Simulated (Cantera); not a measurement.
# Hydrocarbon pyrolysis for carbon deposition

An isothermal, constant-pressure homogeneous reactor starts with C2H6 : H2 : N2 = 1 : 14 : 0.032 (molar parts), at 1625 K and 1.09 atm.

Detailed kinetics in Cantera: GRI-Mech 3.0 (53 species, 325 reactions). GRI-Mech 3.0 stops at C3 and has no aromatics, soot or wall deposition, so with more carbon than oxygen in the feed, carbon stays in small species such as C2H2 where larger ones or solid carbon would form.

```tsv
t (s)	x C2H6	x H2	x CH4	x C2H4	x H	x C2H2
0.000200	0.000154	0.907	0.0551	0.0232	0.000119	0.0124
0.000503	4.95e-5	0.907	0.0552	0.0185	7.33e-5	0.0169
0.00126	3.14e-5	0.908	0.0551	0.0119	6.70e-5	0.0231
0.00317	1.85e-5	0.908	0.0549	0.00533	6.40e-5	0.0294
0.00797	1.39e-5	0.909	0.0546	0.00298	6.29e-5	0.0318
0.0200	1.36e-5	0.909	0.0540	0.00290	6.29e-5	0.0321
0.0503	1.32e-5	0.910	0.0526	0.00294	6.32e-5	0.0327
0.126	1.27e-5	0.911	0.0499	0.00303	6.37e-5	0.0338
0.318	1.20e-5	0.913	0.0465	0.00315	6.43e-5	0.0352
0.799	1.16e-5	0.914	0.0447	0.00321	6.47e-5	0.0359
2.01	1.16e-5	0.914	0.0446	0.00322	6.48e-5	0.0360
5.04	1.16e-5	0.914	0.0446	0.00322	6.48e-5	0.0360
12.7	1.16e-5	0.914	0.0446	0.00322	6.48e-5	0.0360
31.8	1.16e-5	0.914	0.0446	0.00322	6.48e-5	0.0360
80.0	1.16e-5	0.914	0.0446	0.00322	6.48e-5	0.0360
```
x: mole fraction; the columns are a selection and need not sum to one.

Equilibrium at this temperature and pressure: C2H6 1.13e-5, H2 0.914, CH4 0.0440, C2H4 0.00313, H 6.48e-5, C2H2 0.0350 (gas phase only).
